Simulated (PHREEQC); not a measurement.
Solution (25 °C): 0.0093 mol Cu(NO3)2, 0.00054 mol HBF4 and 0.26 mol FeCl3 per kg of water. Closed to the air; pH follows from the charge balance.

Equilibrium calculation in PHREEQC: ion-association model, wateq4f.dat.

Each row changes one thing in this solution. Precipitation was switched off in this run.

```
case                                                  pH  ionic strength (mol/kgw)  Cl- (mol/kgw)  FeCl+2 (mol/kgw)  FeCl2+ (mol/kgw)  Fe+3 (mol/kgw)  SI of Fe(OH)3(a) (Fe(OH)3)  SI of Goethite (FeOOH)
--------------------------------------------------  ----  ------------------------  -------------  ----------------  ----------------  --------------  --------------------------  ----------------------
as made                                             1.88                     0.849          0.521             0.152            0.0503          0.0388                       -1.82                   +4.07
diluted 10-fold with water                          2.10                     0.128         0.0699           0.00662          0.000696         0.00916                       -1.45                   +4.45
HBF4 replaced by NaHF2 at the same molality         1.89                     0.850          0.521             0.152            0.0503          0.0389                       -1.78                   +4.12
HBF4 from 0.00054 to 5.4e-05 mol/kgw                1.90                     0.850          0.521             0.153            0.0504          0.0390                       -1.77                   +4.13
0.004 mol/kgw HF added                              1.84                     0.847          0.523             0.151            0.0501          0.0384                       -1.95                   +3.95
Cu(NO3)2 replaced by Fe(NO3)3 at the same molality  1.87                     0.858          0.516             0.158            0.0514          0.0408                       -1.83                   +4.06
```

The ionic strength passes 0.7 mol/kgw, the rough limit of the ion-association models, in as made; HBF4 replaced by NaHF2 at the same molality; HBF4 from 0.00054 to 5.4e-05 mol/kgw; 0.004 mol/kgw HF added; Cu(NO3)2 replaced by Fe(NO3)3 at the same molality. Complexes and solids missing from the database can't appear. Some of these states are supersaturated (in Hematite (slow to form), Goethite (slow to form), for instance). Real BF4- forms and hydrolyses slowly; the run takes it at equilibrium. Fluoro complexes past AlF4- and FeF3 are missing from the database.
